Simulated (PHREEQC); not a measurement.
1 kg of water holding 0.051 mol/kgw KCl, 0.24 mol/kgw Na2SO4, 0.25 mol/kgw NaCl, 0.0054 mol/kgw Na2CO3 and 0.019 mol/kgw Na2B4O7 is evaporated at 30 °C; the solids stay in contact with the brine. The system is closed to CO2. Solids allowed: Arcanite, Burkeite, Glaserite, Halite, Kalicinite, Mirabilite, Misenite, Nahcolite, Natron, Sylvite, Thenardite, Trona, Borax, Boric_acid,s, KB5O8:4H2O, K2B4O7:4H2O, NaBO2:4H2O, NaB5O8:5H2O, Teepleite. Others were left out.

The series has 22 steps of water left (kg), from 1 to 0.0152.

Computed with PHREEQC (Pitzer model, pitzer.dat).

Which solids form, in which order, and at which step of the series does each first stand?

Borax from water left = 0.2538 kg (pH 8.98); Thenardite from water left = 0.1152 kg (pH 8.97); Glaserite from water left = 0.04242 kg (pH 9.15); Halite from water left = 0.04242 kg (pH 9.15).

Species that the database lacks are ignored.
